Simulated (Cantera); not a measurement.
A closed system holds: 1 mol CuO, 2.4 mol F2, 2.2 mol H2, equilibrated at 925 °C and 0.158 Torr.

Cantera equilibrium calculation (NASA polynomials, part measured and part estimated; ideal gas, pure solids and liquids). Candidate condensed phases: Cu, CuF2, CuO, Cu(OH)2, Cu2O, H2O; 27 gas species. Equilibrium is a limit: real reactors are often held back by kinetics, nucleation or transport.

Base state: HF 0.857, CuF 0.0728, O2 0.0675, CuF2 0.00269, H2O 0.000110, Cu 1.53e-5 (mole fractions); condensed: Cu2O(s).

**Question.** What changes in the equilibrium state with this change: pressure from 0.158 Torr to 1.00 Torr?

**Answer.** 
```
species         before    after
------------  --------  -------
HF               0.857    0.869
O2              0.0675   0.0657
CuF             0.0728   0.0518
CuF2           0.00269   0.0136
Cu             1.53e-5  1.52e-6
H2O           0.000110  3.53e-5
Cu2O(s), mol     0.306    0.334
```

**Question.** What changes in the equilibrium state with this change: temperature from 925 °C to 1625 °C?

**Answer.** 
```tsv
species	before	after
HF	0.857	0.740
Cu	1.53e-5	0.0990
O2	0.0675	0.0805
CuF	0.0728	0.0701
H	<1e-9	0.000351
H2	<1e-9	4.25e-5
O	4.32e-7	0.00574
CuO	2.19e-8	4.83e-5
OH	6.07e-7	0.000923
Cu2O(s), mol	0.306	0
```

**Question.** What changes in the equilibrium state with this change: H2 from 2.2 to 0.24 mol?

**Answer.** 
| species | before | after |
|---|---|---|
| F | 1.07e-6 | 0.539 |
| CuF2 | 0.00269 | 0.233 |
| O2 | 0.0675 | 0.116 |
| HF | 0.857 | 0.112 |
| CuF | 0.0728 | 1.25e-5 |
| F2 | <1e-9 | 0.000237 |
| H2O | 0.000110 | <1e-9 |
| Cu | 1.53e-5 | <1e-9 |
| Cu2O(s), mol | 0.306 | 0 |
